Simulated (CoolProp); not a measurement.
Vapour-liquid equilibrium of carbon dioxide (1) + n-pentane (2) at 279 K; x and y are mole fractions of (1).

Model: multi-fluid Helmholtz-energy mixture model, Span 1996 and Thol 2019; pair parameters Kunz 2012, in CoolProp.

| x | bubble pressure (bar) | y at the bubble point | dew pressure at overall composition x (bar) | liquid density (mol/L) |
|---|---|---|---|---|
| 0.05 | 2.712 | 0.881 | 0.3340 | 9.133 |
| 0.2 | (withheld) | 0.967 | 0.3974 | 10.03 |
| 0.35 | 17.57 | 0.979 | 0.4900 | 11.13 |
| 0.5 | 22.67 | 0.983 | 0.6379 | 12.47 |
| 0.65 | 26.59 | 0.986 | 0.9130 | 14.16 |
| 0.8 | 30.95 | (withheld) | 1.605 | (withheld) |
| 0.95 | (withheld) | 0.996 | 6.707 | 19.15 |

Question: Complete the blanks.

Answer: 
- 0.2, bubble pressure (bar): 10.58
- 0.8, y at the bubble point: 0.989
- 0.8, liquid density (mol/L): 16.33
- 0.95, bubble pressure (bar): 37.55

No azeotrope shows between x = 0.05 and 0.95.

The pair parameters rest on a limited set of measurements; away from them the model extrapolates. The gap from Raoult's law changes sign with composition, which may be real or a fault of the pair parameters; it wasn't checked against measurements.
